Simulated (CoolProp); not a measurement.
Vapour-liquid equilibrium of ethanol (1) + ethylbenzene (2) at 393.3 K; x and y are mole fractions of (1).

The numbers come from the multi-fluid Helmholtz-energy mixture model, Schroeder 2014 and Zhou 2012; pair parameters Bell 2016 in CoolProp.

| x | bubble pressure, mixture model (kPa) | bubble pressure, Raoult's law (kPa) | y, mixture model | y, Raoult's law |
|---|---|---|---|---|
| 0.05 | 135.0 | 82.79 | 0.530 | 0.259 |
| 0.15 | 230.5 | 119.3 | 0.738 | 0.540 |
| 0.25 | 286.0 | 155.7 | 0.798 | 0.689 |
| 0.35 | 318.7 | 192.2 | 0.827 | 0.782 |
| 0.45 | 339.8 | 228.7 | 0.845 | 0.845 |
| 0.55 | 355.8 | 265.1 | 0.860 | 0.890 |
| 0.65 | 370.7 | 301.6 | 0.876 | 0.925 |
| 0.75 | 386.3 | 338.1 | 0.896 | 0.952 |
| 0.85 | 403.4 | 374.5 | 0.926 | 0.974 |
| 0.95 | 421.0 | 411.0 | 0.970 | 0.992 |

The largest gap from Raoult's law is +93.2 % in bubble pressure, at x = 0.15. No azeotrope shows between x = 0.05 and 0.95.

The pair parameters rest on a limited set of measurements; away from them the model extrapolates. With so large a gap from Raoult's law the liquid may split in two, which this calculation doesn't test in full.
